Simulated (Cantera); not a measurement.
Input: 1 mol MgSO₄, 0.0097 mol C, 1.7 mol CO₂, at 41.0 mbar.

Method: chemical equilibrium by Gibbs-energy minimisation in Cantera with the NASA 1993 tables (ideal gas, pure condensed phases). Candidate condensed phases: C, Mg, MgCO₃, MgO, MgS, MgSO₄, S; 26 gas species. Mutual solubility and eutectic melting of coexisting phases are not modelled. Gases not in the tables: S₃ to S₇. Rates play no part.

x: gas mole fraction; n: condensed amount in mol.

```csv
T (K),x CO₂,x SO₂,x O₂,x SO₃,x S₂,n MgCO₃(s),n MgSO₄(s),n MgO(s)
523,0.999,0.000180,<1e-12,<1e-12,0.000136,0.00661,0.993,0
623,0.993,0.00582,<1e-12,<1e-12,0.000820,0,0.987,0.0131
723,0.989,0.0112,<1e-12,?,1.87e-11,0,0.981,0.0194
823,0.989,0.0112,3.00e-12,?,<1e-12,0,0.981,0.0194
923,0.989,0.0112,4.83e-7,?,<1e-12,0,0.981,0.0194
1023,0.980,0.0171,0.00300,?,<1e-12,0,0.970,0.0303
1123,0.751,0.166,0.0787,?,<1e-12,0,0.612,0.388
1223,0.536,0.308,0.151,?,<1e-12,0,0,1.00
1323,0.535,0.310,0.152,?,<1e-12,0,0,1.00
1423,0.535,0.311,0.153,?,<1e-12,0,0,1.00
1523,0.534,0.312,0.153,?,<1e-12,0,0,1.00
1623,0.534,0.312,0.153,?,<1e-12,0,0,1.00
1723,0.534,0.312,0.153,?,<1e-12,0,0,1.00
```

Fill in the missing entries.


- 723, x SO₃: 2.99e-10
- 823, x SO₃: 8.98e-8
- 923, x SO₃: 7.61e-6
- 1023, x SO₃: 0.000263
- 1123, x SO₃: 0.00472
- 1223, x SO₃: 0.00519
- 1323, x SO₃: 0.00256
- 1423, x SO₃: 0.00139
- 1523, x SO₃: 0.000822
- 1623, x SO₃: 0.000518
- 1723, x SO₃: 0.000345
